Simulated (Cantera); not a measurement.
Feed: 1 mol CH3Cl, 0.37 mol Si, 0.73 mol HCl, at 0.210 Torr.

Equilibrium computed with Cantera from the NASA thermochemical tables; the gas is ideal and each condensed phase is pure. Candidate condensed phases: C, C6H6, C7H8, C8H18, Si, SiC; 109 gas species. The tables' values for SiCl, SiCl3 are old estimates; treat these amounts as uncertain. Equilibrium is a limit: real reactors are often held back by kinetics, nucleation or transport.

x: gas mole fraction; n: condensed amount in mol.

| T (K) | x HCl | x H2 | x H | x SiCl2 | x Cl | x Si | x SiCl | n C(graphite) | n SiC(s) |
|---|---|---|---|---|---|---|---|---|---|
| 1575 | 0.574 | 0.394 | 0.00156 | 0.0273 | 0.00180 | 1.98e-6 | 1.20e-5 | 0.707 | 0.293 |
| 1650 | 0.558 | 0.400 | 0.00344 | 0.0343 | 0.00375 | 1.19e-5 | 4.00e-5 | 0.725 | 0.274 |
| 1725 | 0.538 | 0.406 | 0.00707 | 0.0414 | 0.00726 | 6.10e-5 | 0.000119 | 0.745 | 0.255 |
| 1800 | 0.514 | 0.410 | [?] | [?] | [?] | [?] | 0.000318 | 0.765 | [?] |
| 1875 | 0.486 | 0.410 | [?] | 0.0539 | [?] | [?] | 0.000776 | 0.786 | [?] |
| 1950 | 0.451 | 0.405 | 0.0436 | 0.0579 | 0.0364 | 0.00386 | 0.00174 | 0.811 | 0.187 |
| 2025 | 0.406 | 0.390 | 0.0718 | 0.0591 | 0.0555 | 0.0125 | 0.00359 | 0.851 | 0.143 |

### Question
Some entries are withheld; supply them.

### Answer

- 1875, x H: 0.0251
- 1875, x Cl: 0.0225
- 1875, x Si: 0.00108
- 1875, n SiC(s): 0.213
- 1800, x H: 0.0137
- 1800, x SiCl2: 0.0481
- 1800, x Cl: 0.0132
- 1800, x Si: 0.000273
- 1800, n SiC(s): 0.234
